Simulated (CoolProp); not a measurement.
Carbonyl sulfide along the isobar 36.8 bar: density (kg/m³) from the reference equation and from simpler models built on Tc = 105.6 °C, pc = 63.69 bar, ω = 0.098; each cubic takes its own stable root.

The numbers come from the reference Helmholtz-energy equation of state, Lemmon 2006 in CoolProp. It is a short technical equation, of lower accuracy than the large ones.

```json
[
 {"T (°C)": "-21.05", "phase": "liquid", "reference": "1116", "van der Waals": "724.3", "Redlich-Kwong": "1051", "Soave-Redlich-Kwong": "1058", "Peng-Robinson": "1195"},
 {"T (°C)": "-2.95", "phase": "liquid", "reference": "1074", "van der Waals": "696.9", "Redlich-Kwong": "1003", "Soave-Redlich-Kwong": "1012", "Peng-Robinson": "1145"},
 {"T (°C)": "15.05", "phase": "liquid", "reference": "1028", "van der Waals": "666.2", "Redlich-Kwong": "949.8", "Soave-Redlich-Kwong": "960.6", "Peng-Robinson": "1087"},
 {"T (°C)": "33.05", "phase": "liquid", "reference": "976.2", "van der Waals": "630.3", "Redlich-Kwong": "888.8", "Soave-Redlich-Kwong": "901.2", "Peng-Robinson": "1020"},
 {"T (°C)": "51.05", "phase": "liquid", "reference": "916.1", "van der Waals": "585.6", "Redlich-Kwong": "816.3", "Soave-Redlich-Kwong": "829.8", "Peng-Robinson": "939.3"},
 {"T (°C)": "69.15", "phase": "liquid", "reference": "838.9", "van der Waals": "110.3", "Redlich-Kwong": "720.7", "Soave-Redlich-Kwong": "735.5", "Peng-Robinson": "831.5"},
 {"T (°C)": "87.15", "phase": "gas", "reference": "104.5", "van der Waals": "97.75", "Redlich-Kwong": "103.2", "Soave-Redlich-Kwong": "103.7", "Peng-Robinson": "106.9"},
 {"T (°C)": "105.15", "phase": "gas", "reference": "91.88", "van der Waals": "88.76", "Redlich-Kwong": "91.69", "Soave-Redlich-Kwong": "91.70", "Peng-Robinson": "94.19"},
 {"T (°C)": "123.25", "phase": "gas", "reference": "83.21", "van der Waals": "81.74", "Redlich-Kwong": "83.37", "Soave-Redlich-Kwong": "83.14", "Peng-Robinson": "85.19"},
 {"T (°C)": "141.25", "phase": "gas", "reference": "76.67", "van der Waals": "76.07", "Redlich-Kwong": "76.96", "Soave-Redlich-Kwong": "76.61", "Peng-Robinson": "78.34"},
 {"T (°C)": "159.25", "phase": "gas", "reference": "71.41", "van der Waals": "71.32", "Redlich-Kwong": "71.75", "Soave-Redlich-Kwong": "71.33", "Peng-Robinson": "72.83"},
 {"T (°C)": "177.25", "phase": "gas", "reference": "67.04", "van der Waals": "67.24", "Redlich-Kwong": "67.39", "Soave-Redlich-Kwong": "66.92", "Peng-Robinson": "68.24"},
 {"T (°C)": "195.35", "phase": "gas", "reference": "63.29", "van der Waals": "63.67", "Redlich-Kwong": "63.64", "Soave-Redlich-Kwong": "63.15", "Peng-Robinson": "64.31"},
 {"T (°C)": "213.35", "phase": "gas", "reference": "60.05", "van der Waals": "60.54", "Redlich-Kwong": "60.39", "Soave-Redlich-Kwong": "59.88", "Peng-Robinson": "60.92"}
]
```

At some of these states van der Waals gives the other phase, because its saturation line lies elsewhere.
